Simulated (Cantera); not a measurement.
Adiabatic ignition

An adiabatic, constant-volume homogeneous reactor starts with 5.17 % CH₄, 19.9 % O₂, 74.9 % N₂, at 1375 K and 5.00 bar.

Model: GRI-Mech 3.0 (53 species, 325 reactions), integrated in Cantera.

| t (s) | T (K) | P (bar) | x CH₄ | x O₂ | x C₂H₆ | x HO₂ | x C₂H₂ | x CH₂ |
|---|---|---|---|---|---|---|---|---|
| 7.00e-6 | 1375 | 5.00 | 0.0517 | 0.199 | 7.49e-11 | 2.87e-7 | <1e-12 | <1e-12 |
| 2.06e-5 | 1375 | 5.00 | 0.0517 | 0.199 | 2.54e-9 | 7.99e-7 | <1e-12 | <1e-12 |
| 6.08e-5 | 1375 | 5.00 | 0.0517 | 0.199 | 1.41e-7 | 1.97e-6 | <1e-12 | 1.59e-12 |
| 0.000179 | 1375 | 5.00 | 0.0516 | 0.199 | 1.17e-5 | 3.66e-6 | 8.50e-11 | 4.15e-11 |
| 0.000528 | 1383 | 5.03 | 0.0504 | 0.198 | 0.000231 | 1.55e-5 | 2.55e-8 | 4.38e-10 |
| 0.00156 | 2609 | 9.54 | <1e-12 | 0.0909 | <1e-12 | 1.73e-5 | <1e-12 | <1e-12 |
| 0.00458 | 2590 | 9.47 | <1e-12 | 0.0864 | <1e-12 | 1.59e-5 | <1e-12 | <1e-12 |
| 0.0135 | 2587 | 9.46 | <1e-12 | 0.0857 | <1e-12 | 1.57e-5 | <1e-12 | <1e-12 |
| 0.0398 | 2587 | 9.46 | <1e-12 | 0.0857 | <1e-12 | 1.57e-5 | <1e-12 | <1e-12 |
| 0.117 | 2587 | 9.46 | <1e-12 | 0.0857 | <1e-12 | 1.57e-5 | <1e-12 | <1e-12 |
| 0.346 | 2587 | 9.46 | <1e-12 | 0.0857 | <1e-12 | 1.57e-5 | <1e-12 | <1e-12 |
| 1.02 | 2587 | 9.46 | <1e-12 | 0.0857 | <1e-12 | 1.57e-5 | <1e-12 | <1e-12 |
| 3.00 | 2587 | 9.46 | <1e-12 | 0.0857 | <1e-12 | 1.57e-5 | <1e-12 | <1e-12 |
x: mole fraction; the columns are a selection and need not sum to one.

| Item | Value |
|---|---|
| time of steepest temperature rise | 0.883 ms |
| temperature at 3.00 s | 2587 K |
| equilibrium temperature | 2587 K |
| x(CH₄) at 3.00 s | <1e-12 (gas-phase equilibrium <1e-12) |
| x(O₂) at 3.00 s | 0.0857 (gas-phase equilibrium 0.0857) |
| x(C₂H₆) at 3.00 s | <1e-12 (gas-phase equilibrium <1e-12) |
